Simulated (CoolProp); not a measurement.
Properties of ethanol at several states (Tc = 514.7 K, pc = 6268 kPa, ω = 0.644).

The numbers come from the reference Helmholtz-energy equation of state, Schroeder 2014 in CoolProp.

```
T (K)  p (kPa)          phase  cp (kJ/(kg K))  cv (kJ/(kg K))  speed of sound (m/s)  Joule-Thomson coefficient (K/MPa)  isothermal compressibility (1/MPa)  fugacity coefficient
-----  -------  -------------  --------------  --------------  --------------------  ---------------------------------  ----------------------------------  --------------------
183.5    10900         liquid               ?               ?                  1641                            -0.4723                           0.0005305              1.167e-8
567.6    25000  supercritical               ?           3.044                 484.5                             0.6505                             0.01366                0.4244
592.6      887            gas           2.406           2.194                 335.0                              5.304                               1.153                0.9788
```

Question: Some entries are withheld; supply them.

Answer: 
- 183.5, cp (kJ/(kg K)): 1.930
- 183.5, cv (kJ/(kg K)): 1.517
- 567.6, cp (kJ/(kg K)): 4.664
